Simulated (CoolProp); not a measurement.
The numbers come from the reference Helmholtz-energy equation of state, Akasaka 2024 in CoolProp.

**Question.** Give the vapour pressure (bar), liquid density (kg/m³), vapour density (kg/m³), enthalpy of vaporisation (kJ/kg) of saturated R1132(E) at -4.15, 60.55 °C.

**Answer.** 
```json
[
 {"T (°C)": "-4.15", "p (bar)": "7.16", "liquid density (kg/m³)": "1010", "vapour density (kg/m³)": "23.6", "enthalpy of vaporisation (kJ/kg)": "256"},
 {"T (°C)": "60.55", "p (bar)": "37.9", "liquid density (kg/m³)": "734", "vapour density (kg/m³)": "157", "enthalpy of vaporisation (kJ/kg)": "133"}
]
```
